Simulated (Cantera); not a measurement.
Input (Python, Cantera) and output of one run.

```python
import numpy as np
import cantera as ct

gas_names = [...]  # 113 gases of nasa_gas.yaml made of C, Cu, H, O
cond_names = """
    C(gr) C6H6(L) C7H8(L) C8H18(L),n-octa Cu(cr) Cu(L) CuO(s) CuO2H2(s) Cu2O(s) Cu2O(L) H2O(s) H2O(L)
""".split()


# ... load() reads the species with a 1 bar reference pressure and builds the phases ...
atoms = {
    'Cu2O': {'Cu': 2, 'O': 1},
    'CO': {'C': 1, 'O': 1},
    'H2': {'H': 2},
}
top_T = {'C(gr)': 4500, 'CuO(s)': 1390}  # K; cautious upper limits of use, not melting points


# ... equilibrate(T, P, feed) seeds the gas with the atoms and calls Mixture.equilibrate('TP', solver="vcs", rtol=1e-11, max_steps=5000) ...
results = []
feed = {'Cu2O': 1, 'CO': 5.7, 'H2': 0.25}  # mol
P = 41000  # Pa
for T in [1323, 1373, 1423, 1473, 1523, 1573, 1623, 1673, 1723, 1773, 1823]:
    mix = equilibrate(T, P, feed)
    results.append((T, P, feed, dict(zip(mix.species_names, mix.species_moles))))

top = {s: max(r[3][s] / sum(r[3][g] for g in gas_names) for r in results) for s in gas_names}
cols = sorted((s for s in top if top[s] > 1e-06), key=lambda s: -top[s])[:7]
seen = [c for c in cond_names if any(r[3].get(c, 0) > 1e-12 for r in results)]
print("log10 of partial pressures in bar; condensed amounts in mol")
print(f"{'T/K':>10s}" + "".join(f"{s[:9]:>10s}" for s in cols + seen))
for T, P, feed, n in results:
    ng = sum(n[g] for g in gas_names)
    print(f"{T:10.4g}" + "".join(f"{np.log10(max(n[s] / ng * P / 1e5, 1e-99)):10.3f}" for s in cols)
          + "".join(f"{n.get(c, 0):10.4g}" for c in seen))
```

Output:

```
log10 of partial pressures in bar; condensed amounts in mol
       T/K        CO       CO2        H2       H2O        Cu         H        OH    Cu(cr)     Cu(L)
      1323    -0.484    -1.192    -1.898    -2.338    -6.571    -6.749    -9.028         2         0
      1373    -0.483    -1.194    -1.910    -2.307    -6.102    -6.433    -8.578         0         2
      1423    -0.483    -1.196    -1.922    -2.280    -5.679    -6.139    -8.160         0         2
      1473    -0.482    -1.198    -1.933    -2.255    -5.286    -5.864    -7.771         0         2
      1523    -0.482    -1.200    -1.944    -2.233    -4.919    -5.608    -7.409         0         2
      1573    -0.482    -1.202    -1.954    -2.214    -4.577    -5.368    -7.070         0         2
      1623    -0.481    -1.204    -1.965    -2.196    -4.255    -5.143    -6.752         0     1.999
      1673    -0.481    -1.206    -1.974    -2.180    -3.954    -4.931    -6.454         0     1.998
      1723    -0.481    -1.207    -1.984    -2.165    -3.671    -4.731    -6.173         0     1.997
      1773    -0.481    -1.209    -1.994    -2.152    -3.404    -4.543    -5.909         0     1.994
      1823    -0.481    -1.211    -2.003    -2.140    -3.152    -4.365    -5.660         0      1.99
```

Equilibrium computed with Cantera from the NASA thermochemical tables; the gas is ideal and each condensed phase is pure.
